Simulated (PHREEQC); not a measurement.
Solution (25 °C): 0.019 mol NH4HS per kg of water. Closed to the air; pH follows from the charge balance.

Computed with PHREEQC (ion-association model, phreeqc.dat).

Each row changes one thing in this solution. Precipitation was switched off in this run.

```json
[
 {"case": "as made", "pH": "8.09", "ionic strength (mol/kgw)": "0.0179", "HS- (mol/kgw)": "0.0179", "H2S (mol/kgw)": "0.00110"},
 {"case": "0.0012 mol/kgw HCl added", "pH": "7.85", "ionic strength (mol/kgw)": "0.0184", "HS- (mol/kgw)": "0.0172", "H2S (mol/kgw)": "0.00184"},
 {"case": "NH4HS from 0.019 to 0.0019 mol/kgw", "pH": "8.09", "ionic strength (mol/kgw)": "0.00178", "HS- (mol/kgw)": "0.00178", "H2S (mol/kgw)": "0.000120"},
 {"case": "NH4HS from 0.019 to 0.0038 mol/kgw", "pH": "8.09", "ionic strength (mol/kgw)": "0.00357", "HS- (mol/kgw)": "0.00356", "H2S (mol/kgw)": "0.000236"},
 {"case": "NH4HS replaced by NaHS at the same molality", "pH": "9.49", "ionic strength (mol/kgw)": "0.0190", "HS- (mol/kgw)": "0.0189", "H2S (mol/kgw)": "4.64e-5"},
 {"case": "0.0019 mol/kgw H3PO4 added", "pH": "7.51", "ionic strength (mol/kgw)": "0.0201", "HS- (mol/kgw)": "0.0154", "H2S (mol/kgw)": "0.00362"},
 {"case": "0.00027 mol/kgw NaCl added", "pH": "8.09", "ionic strength (mol/kgw)": "0.0182", "HS- (mol/kgw)": "0.0179", "H2S (mol/kgw)": "0.00110"},
 {"case": "diluted 5-fold with water", "pH": "8.09", "ionic strength (mol/kgw)": "0.00357", "HS- (mol/kgw)": "0.00356", "H2S (mol/kgw)": "0.000236"}
]
```
